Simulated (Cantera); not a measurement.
Charge: 1 mol TiO2, 3.5 mol C, 1 mol CO, at 2350 K and 750 Torr.

Cantera equilibrium calculation (NASA polynomials, part measured and part estimated; ideal gas, pure solids and liquids). Candidate condensed phases: C, Ti, TiC, TiO, TiO2, Ti2O3, Ti3O5, Ti4O7; 15 gas species. TiC: taken at fixed stoichiometry. Rates play no part.

Q: What is the equilibrium state?

A: 
* **x(CO)**: 1.000
* **x(CO2)**: 6.28e-6
* **n(C(graphite))**: 0.500 mol
* **n(TiC(s))**: 1.000 mol
* **gas amount**: 3.000 mol
* **log10 activity of Ti(l) (absent)**: -3.31
* **log10 activity of Ti2O3(l) (absent)**: -7.45
* **log10 activity of Ti3O5(l) (absent)**: -12.19
